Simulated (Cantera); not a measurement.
An isothermal, constant-pressure homogeneous reactor starts with H₂ : O₂ : N₂ = 1.1 : 1 : 1 (molar parts), equivalence ratio 0.55, at 750 K and 97.5 Torr. Integrator tolerance rtol = 1e-08.

Computed with Cantera and the H2/O2 subset of GRI-Mech 3.0, which has no nitrogen chemistry. Radical loss at walls, strong at low pressure, is not modelled. Below about 950 K walls govern HO2 and H2O2 in real vessels. The temperature is held fixed by assumption; the heat of reaction is taken as removed at once.

Problem. What does this change do: temperature 750 to 1150 K?

Solution. 
```tsv
quantity	before	after
x(H₂) at 3.00 s	0.355 (gas-phase equilibrium <1e-12)	1.68e-8 (gas-phase equilibrium 1.23e-8)
x(O₂) at 3.00 s	0.323 (gas-phase equilibrium 0.176)	0.176 (gas-phase equilibrium 0.176)
x(HO₂) at 3.00 s	2.18e-8 (gas-phase equilibrium 4.94e-12)	7.72e-9 (gas-phase equilibrium 8.22e-9)
x(OH) at 3.00 s	<1e-12 (gas-phase equilibrium 5.71e-10)	5.98e-6 (gas-phase equilibrium 4.89e-6)
x(O) at 3.00 s	<1e-12 (gas-phase equilibrium <1e-12)	1.45e-8 (gas-phase equilibrium 9.75e-9)
x(H₂O₂) at 3.00 s	1.63e-8 (gas-phase equilibrium 2.63e-12)	1.43e-9 (gas-phase equilibrium 9.81e-10)
```

Problem. What does this change do: temperature 750 to 1375 K?

Solution. 
| quantity | before | after |
|---|---|---|
| x(H₂) at 3.00 s | 0.355 (gas-phase equilibrium <1e-12) | 8.77e-7 (gas-phase equilibrium 8.77e-7) |
| x(O₂) at 3.00 s | 0.323 (gas-phase equilibrium 0.176) | 0.176 (gas-phase equilibrium 0.176) |
| x(HO₂) at 3.00 s | 2.18e-8 (gas-phase equilibrium 4.94e-12) | 8.03e-8 (gas-phase equilibrium 8.03e-8) |
| x(OH) at 3.00 s | <1e-12 (gas-phase equilibrium 5.71e-10) | 7.93e-5 (gas-phase equilibrium 7.93e-5) |
| x(O) at 3.00 s | <1e-12 (gas-phase equilibrium <1e-12) | 7.46e-7 (gas-phase equilibrium 7.46e-7) |
| x(H₂O₂) at 3.00 s | 1.63e-8 (gas-phase equilibrium 2.63e-12) | 6.17e-9 (gas-phase equilibrium 6.17e-9) |
